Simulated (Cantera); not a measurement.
Feed: 1 mol HMDSO, a varied amount of CO₂, equilibrated at 1025 °C and 3.30 mbar.

Equilibrium computed with Cantera from the NASA thermochemical tables; the gas is ideal and each condensed phase is pure. Candidate condensed phases: C, C₆H₆, C₇H₈, C₈H₁₈, H₂O, Si, SiC, SiO₂; 123 gas species. The feed counts by its element totals alone. Mutual solubility and eutectic melting of coexisting phases are not modelled. The tables hold silica as quartz up to 1696 K and as liquid above; real silica turns to tridymite and cristobalite and melts near 1996 K. The numbers say what is thermodynamically allowed, not how fast it happens.

Problem. Which condensed phases are stable at each of these points (n(CO₂) (mol)): 1.8, 2.4, 3.1, 4, 5.1, 6.6, 8.6, 11, 14?

Solution. 
| n(CO₂) (mol) | condensed phases | Si condensed (%) |
|---|---|---|
| 1.8 | C(graphite) + SiC(s) + SiO₂(β-quartz) | 99.9 |
| 2.4 | C(graphite) + SiO₂(β-quartz) | 99.9 |
| 3.1 | C(graphite) + SiO₂(β-quartz) | 100.0 |
| 4 | C(graphite) + SiO₂(β-quartz) | 100.0 |
| 5.1 | C(graphite) + SiO₂(β-quartz) | 100.0 |
| 6.6 | C(graphite) + SiO₂(β-quartz) | 100.0 |
| 8.6 | C(graphite) + SiO₂(β-quartz) | 100.0 |
| 11 | SiO₂(β-quartz) | 100.0 |
| 14 | SiO₂(β-quartz) | 100.0 |

At 1.8 mol CO₂ the condensed part is C(graphite) + SiC(s) + SiO₂(β-quartz). From 2.4 mol CO₂ to 8.6 mol CO₂ the condensed part is C(graphite) + SiO₂(β-quartz). From 11 mol CO₂ to 14 mol CO₂ the condensed part is SiO₂(β-quartz).
